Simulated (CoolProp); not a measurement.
The fluid at 298.15 K and 0.253 MPa is throttled through a valve to 0.0498 MPa with no heat exchange. The same conditions are run with several fluids, on thermodynamics alone (safety and materials aside).

Computed with CoolProp (reference Helmholtz-energy equation of state of each fluid (R134a: Tillner-Roth 1994; fluoroethane (R161): Wu 2012; hydrogen chloride: Thol 2018; fluorine: de Reuck 1990; nitrous oxide: Lemmon 2006)).

**Question.** Rank R134a, fluoroethane (R161), hydrogen chloride, fluorine, nitrous oxide by temperature change (K), highest first.

**Answer.** fluorine (-0.4), nitrous oxide (-2.2), hydrogen chloride (-3.2), fluoroethane (R161) (-4.5), R134a (-4.6)

```csv
fluid,final density (kg/m³)
R134a,2.10
fluoroethane (R161),0.988
hydrogen chloride,0.743
fluorine,0.764
nitrous oxide,0.893
```
